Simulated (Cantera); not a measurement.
## Thermodynamics of tantalum, niobium, vanadium and zirconium in process gases, feed Zr + N₂O + NH₃

Charge: 1 mol Zr, 12 mol N₂O, 2.1 mol NH₃, held at 1550 °C.

Method: chemical equilibrium by Gibbs-energy minimisation in Cantera with the NASA 1993 tables (ideal gas, pure condensed phases). Candidate condensed phases: H₂O, Zr, ZrN, ZrO₂; 28 gas species. The numbers say what is thermodynamically allowed, not how fast it happens.

From 0.000750 Torr to 7500 Torr the condensed part is ZrO₂(tetragonal).

```
P (Pa)    x N₂   x O₂   x H₂O       x O       x H      x OH      x H₂  n ZrO₂(tetragonal)
-------  -----  -----  ------  --------  --------  --------  --------  ------------------
0.100    0.608  0.146  0.0925    0.0576    0.0550    0.0220    0.0161               1.000
1        0.646  0.161   0.136    0.0192    0.0116    0.0153   0.00712               1.000
10       0.658  0.168   0.151   0.00618   0.00215   0.00919   0.00246                1.00
100      0.661  0.170   0.156   0.00197  0.000387   0.00528  0.000798                1.00
1000     0.662  0.172   0.159  0.000625   6.92e-5   0.00299  0.000255                1.00
10000    0.663  0.172   0.159  0.000198   1.23e-5   0.00169   8.09e-5                1.00
100000   0.663  0.172   0.160   6.26e-5   2.19e-6  0.000952   2.56e-5                1.00
1000000  0.663  0.172   0.160   1.98e-5   3.90e-7  0.000536   8.12e-6                1.00
```
x: gas mole fraction; n: condensed amount in mol.
